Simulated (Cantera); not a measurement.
Si(CH3)4 + C2H4 + H2 (silicon carbide growth)

Charge: 1 mol Si(CH3)4, 0.66 mol C2H4, 1 mol H2, at 0.260 bar.

Cantera equilibrium calculation (NASA polynomials, part measured and part estimated; ideal gas, pure solids and liquids). Candidate condensed phases: C, C6H6, C7H8, C8H18, Si, SiC; 87 gas species. Gases not in the tables: Si2H6 and higher silanes. The numbers say what is thermodynamically allowed, not how fast it happens.

From 1623 K to 2323 K the condensed part is C(graphite) + SiC(s). The main Si-bearing gas is SiH2 at 1623 K and Si at 2323 K.

```tsv
T (K)	log p H2	log p H	log p C2H2 (acetylene)	log p Si	log p CH4	n C(graphite)	n SiC(s)
1623	-0.59	-4.45	-5.04	-8.75	-4.00	4.32	1.000
1723	-0.59	-4.03	-4.63	-7.79	-4.17	4.32	1.000
1823	-0.59	-3.66	-4.26	-6.93	-4.32	4.31	1.000
1923	-0.59	-3.32	-3.93	-6.16	-4.45	4.31	1.000
2023	-0.59	-3.01	-3.64	-5.47	-4.57	4.30	1.000
2123	-0.59	-2.74	-3.37	-4.84	-4.68	4.29	0.999
2223	-0.59	-2.49	-3.13	-4.28	-4.79	4.27	0.997
2323	-0.60	-2.26	-2.91	-3.76	-4.88	4.25	0.991
```
log p: log10 of the partial pressure in bar; n: condensed amount in mol.
